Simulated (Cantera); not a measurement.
A closed system holds: 1 mol FeS2, 0.19 mol O2, 9.1 mol H2O, equilibrated at 7.00 bar.

Equilibrium computed with Cantera from the NASA thermochemical tables; the gas is ideal and each condensed phase is pure. Candidate condensed phases: Fe, FeO, Fe(OH)2, Fe(OH)3, FeS, FeSO4, FeS2, Fe2O3, Fe2(SO4)3, Fe3O4, H2O, H2SO4, S; 22 gas species. FeS: taken at fixed stoichiometry. Gases not in the tables: S3 to S7. Kinetics and transport are ignored.

Q: Which condensed phases are stable at each of these points (T (K)): 700, 775, 850, 925, 1000, 1075, 1150, 1225, 1300, 1375?

A: 
```tsv
T (K)	condensed phases	Fe condensed (%)
700	FeS2(s) + Fe3O4(s)	100.0
775	FeS2(s) + Fe3O4(s)	100.0
850	FeS2(s) + Fe3O4(s)	100.0
925	FeS(s)	100.0
1000	FeS(s)	100.0
1075	FeS(s)	100.0
1150	FeS(s)	100.0
1225	FeS(s)	100.0
1300	FeS(s)	100.0
1375	FeS(s)	100.0
```

From 700 K to 850 K the condensed part is FeS2(s) + Fe3O4(s). From 925 K to 1375 K the condensed part is FeS(s).
